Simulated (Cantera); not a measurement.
Cantera run, input and output.

```python
import numpy as np
import cantera as ct

gas = ct.Solution("gri30.yaml")
gas.TPX = 473, 16000, {'CH4': 1, 'CO': 0.07, 'O2': 1.45, 'N2': 5.47}
flame = ct.FreeFlame(gas, width=0.14)
flame.set_refine_criteria(ratio=3, slope=0.08, curve=0.16)
flame.transport_model = "mixture-averaged"
flame.solve(loglevel=0, auto=True)
flame.transport_model = "multicomponent"
flame.soret_enabled = True
flame.solve(loglevel=0, refine_grid=True)
z, T = flame.grid, flame.T
thick = (T[-1] - T[0]) / np.gradient(T, z).max()
show = ['CH4', 'CO', 'O2', 'CH3', 'C2H', 'CO2']
print(f"laminar burning velocity  {flame.velocity[0] * 100:.3f} cm/s")
print(f"burnt temperature         {T[-1]:.1f} K")
print(f"thermal thickness         {thick * 1e3:.4f} mm")
print(f"grid points               {len(z)}")
z0 = z[flame.heat_release_rate.argmax()]
print(f"{'z/mm':>9s}{'T/K':>9s}{'u/(m/s)':>9s}" + "".join(f"{s:>11s}" for s in show))
rows = []
for k in (-3, -2, -1.5, -1, -0.5, -0.25, 0, 0.25, 0.5, 1, 2, 4, 8):
    zz = z0 + k * thick
    rows.append([k * thick, np.interp(zz, z, T), np.interp(zz, z, flame.velocity),
                 *(np.interp(zz, z, flame.X[gas.species_index(s)]) for s in show)])
    print(f"{rows[-1][0] * 1e3:9.3f}{rows[-1][1]:9.1f}{rows[-1][2]:9.3f}" + "".join(f"{x:11.3e}" for x in rows[-1][3:]))
```

Output:

```
laminar burning velocity  75.988 cm/s
burnt temperature         2074.7 K
thermal thickness         2.3224 mm
grid points               161
     z/mm      T/K  u/(m/s)        CH4         CO         O2        CH3        C2H        CO2
   -6.967    473.2    0.761  1.249e-01  8.750e-03  1.812e-01  1.661e-08  6.098e-19  1.162e-07
   -4.645    475.4    0.767  1.242e-01  8.769e-03  1.806e-01  2.367e-07  1.396e-18  2.907e-06
   -3.484    486.8    0.789  1.222e-01  9.003e-03  1.795e-01  1.506e-06  5.655e-17  2.667e-05
   -2.322    579.0    0.947  1.132e-01  1.170e-02  1.731e-01  2.097e-05  2.907e-15  4.289e-04
   -1.161   1041.3    1.746  7.660e-02  3.194e-02  1.319e-01  8.920e-04  1.145e-10  4.874e-03
   -0.581   1429.9    2.443  4.175e-02  5.550e-02  8.723e-02  3.888e-03  2.744e-08  1.123e-02
    0.000   1767.1    3.066  1.184e-02  7.925e-02  4.099e-02  4.432e-03  7.264e-07  2.016e-02
    0.581   1931.0    3.367  1.642e-03  8.753e-02  1.450e-02  1.411e-03  1.472e-06  2.914e-02
    1.161   1977.9    3.446  1.656e-04  8.522e-02  4.864e-03  2.258e-04  6.080e-07  3.629e-02
    2.322   1994.8    3.465  2.014e-06  7.934e-02  1.079e-03  3.984e-06  3.713e-08  4.389e-02
    4.645   2002.4    3.471  3.342e-09  7.622e-02  6.509e-04  8.827e-09  2.059e-10  4.750e-02
    9.290   2011.0    3.483  1.748e-12  7.589e-02  5.628e-04  4.742e-12  1.204e-13  4.796e-02
   18.579   2024.0    3.502  6.218e-15  7.614e-02  4.484e-04  1.833e-14  2.955e-17  4.782e-02
```

Cantera simulation using GRI-Mech 3.0 (53 species, 325 reactions); the numbers are that mechanism's predictions, not measurements. Burning velocities carry a grid error of a few per cent, more on coarse grids.
